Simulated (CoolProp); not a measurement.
Aqueous potassium acetate as a coolant, 20 % by mass, freezing at -11.2 °C, 1 atm.

Values from CoolProp's Melinder's fits for secondary coolants.

```json
[
 {"T (°C)": "-1.1", "viscosity (mPa s)": "3.06", "density (kg/m³)": "(withheld)", "Prandtl number": "21.2", "conductivity (W/(m K))": "0.502"},
 {"T (°C)": "8.4", "viscosity (mPa s)": "2.26", "density (kg/m³)": "(withheld)", "Prandtl number": "(withheld)", "conductivity (W/(m K))": "0.515"},
 {"T (°C)": "18", "viscosity (mPa s)": "1.75", "density (kg/m³)": "(withheld)", "Prandtl number": "11.6", "conductivity (W/(m K))": "0.529"},
 {"T (°C)": "27.5", "viscosity (mPa s)": "(withheld)", "density (kg/m³)": "1098", "Prandtl number": "9.14", "conductivity (W/(m K))": "(withheld)"},
 {"T (°C)": "37.1", "viscosity (mPa s)": "1.16", "density (kg/m³)": "1094", "Prandtl number": "7.38", "conductivity (W/(m K))": "(withheld)"}
]
```

Task: Fill in the missing entries.

Result: 
- -1.1, density (kg/m³): 1108
- 8.4, density (kg/m³): 1105
- 8.4, Prandtl number: 15.3
- 18, density (kg/m³): 1102
- 27.5, viscosity (mPa s): 1.41
- 27.5, conductivity (W/(m K)): 0.542
- 37.1, conductivity (W/(m K)): 0.555
